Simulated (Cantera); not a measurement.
Charge: 1 mol Si, a varied amount of CO, equilibrated at 1675 K and 1.70 mbar.

Method: chemical equilibrium by Gibbs-energy minimisation in Cantera with the NASA 1993 tables (ideal gas, pure condensed phases). Candidate condensed phases: C, Si, SiC, SiO2; 20 gas species. The numbers say what is thermodynamically allowed, not how fast it happens.

Task: At 2.3 mol CO, list the 3 most abundant gas species with their mole fractions, and the condensed phases.

Result: CO 0.783, SiO 0.217, Si 2.95e-5. Condensed: SiC(s).
